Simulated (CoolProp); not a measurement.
A Linde-Hampson liquefier for carbon monoxide: isothermal reversible compression at 300 K from 1 atm to 15 MPa, throttling to 1 atm, return gas leaving the recuperator 10 K below the feed. Each further row changes one setting.

Computed with CoolProp (reference Helmholtz-energy equation of state, Lemmon 2006). It is a short technical equation, of lower accuracy than the large ones.

```
case                        liquid yield per pass  compression work (kJ/kg of gas)
--------------------------  ---------------------  -------------------------------
as stated                                   0.048                              444
high pressure 30 MPa                        0.080                              509
warm-end temperature 330 K                  0.031                              491
warm-end gap 15 K                           0.036                              444
```
